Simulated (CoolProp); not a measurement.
A simple Rankine cycle with R124: condensing at 330.15 K, boiler at 2.21 MPa, turbine inlet 374.5 K, turbine efficiency 0.6, pump efficiency 0.8, no recuperator. Each further row changes one setting.

The numbers come from the reference Helmholtz-energy equation of state, de Vries 1995 in CoolProp.

| case | thermal efficiency (%) | net work (kJ/kg) | heat in (kJ/kg) | turbine exit temperature (K) | volume ratio over the turbine |
|---|---|---|---|---|---|
| as stated | 4.9 | 7.10 | 145 | 343.4 | 2.79 |
| turbine inlet 394.5 K | 5.0 | 8.39 | 168 | 367.7 | 2.62 |
| condensing temperature 322.15 K | 5.8 | 9.03 | 155 | 338.0 | 3.47 |
| boiler pressure 1.55 MPa | 3.2 | 5.03 | 157 | 359.4 | 1.76 |
| turbine efficiency 0.5 | 3.9 | 5.70 | 145 | 344.9 | 2.81 |
